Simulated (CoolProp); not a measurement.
The fluid at 603.46 K and 1.77 MPa flows at 6 m/s in a round tube of 100 mm bore and 15 µm roughness, fully developed (64/Re and Nu = 3.66 if laminar; Colebrook and Gnielinski if turbulent). The same conditions are run with several fluids, on thermodynamics alone (safety and materials aside).

Model: reference Helmholtz-energy equation of state of each fluid (carbon dioxide: Span 1996; p-xylene: Zhou 2012; dry air: Lemmon 2000; water: Wagner 2002; ethylbenzene: Zhou 2012), in CoolProp. Blends and air are pseudo-pure fits.

Q: Rank carbon dioxide, p-xylene, dry air, water, ethylbenzene by Reynolds number, highest first.

A: p-xylene (2150000), ethylbenzene (1940000), carbon dioxide (332000), dry air (196000), water (185000)

| fluid | Darcy friction factor | pressure drop (Pa/m) | heat-transfer coefficient (W/(m² K)) | mass flow (kg/h) |
|---|---|---|---|---|
| carbon dioxide | 0.0157 | 43.9 | 222 | 2650 |
| p-xylene | 0.0135 | 119 | 1350 | 8310 |
| dry air | 0.0168 | 30.7 | 153 | 1720 |
| water | 0.0170 | 20.1 | 188 | 1120 |
| ethylbenzene | 0.0136 | 118 | 1290 | 8150 |

Transport values come from each fluid's own correlations; those of ethylbenzene are estimates that may be off by 10 % or more.
